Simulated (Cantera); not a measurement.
A closed system holds: 1 mol SiO2, 1.4 mol C, 6.4 mol N2, equilibrated at 2525 K.

Method: chemical equilibrium by Gibbs-energy minimisation in Cantera with the NASA 1993 tables (ideal gas, pure condensed phases). Candidate condensed phases: C, Si, SiC, SiO2, Si2N2O, Si3N4; 34 gas species. The numbers say what is thermodynamically allowed, not how fast it happens.

What share of the Si ends up in condensed phases as a function of P (Pa), at 10, 36, 130, 460, 1700, 6000, 22000, 77000, 280000, 1000000?


| P (Pa) | Si condensed (%) | as |
|---|---|---|
| 10 | 0.0 | - |
| 36 | 0.0 | - |
| 130 | 0.0 | - |
| 460 | 0.0 | - |
| 1700 | 0.0 | - |
| 6000 | 0.0 | - |
| 22000 | 4.3 | Si(l) |
| 77000 | 29.3 | Si(l) |
| 280000 | 36.7 | Si(l) |
| 1000000 | 38.9 | Si(l) |
